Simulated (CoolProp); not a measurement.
Computed with CoolProp (reference Helmholtz-energy equation of state, Polt 1992). This equation is an older, rougher fit; its heat capacities, sound speeds and derivatives of the liquid may be far off and weren't checked against measurements.

Task: Give the vapour pressure (kPa), liquid density (kg/m³), enthalpy of vaporisation (kJ/kg), vapour Z of saturated cyclopropane at 53.55, 60.45 °C.

Result: 
```csv
T (°C),p (kPa),liquid density (kg/m³),enthalpy of vaporisation (kJ/kg),vapour Z
53.55,1460,571,355,0.792
60.45,1700,558,342,0.770
```
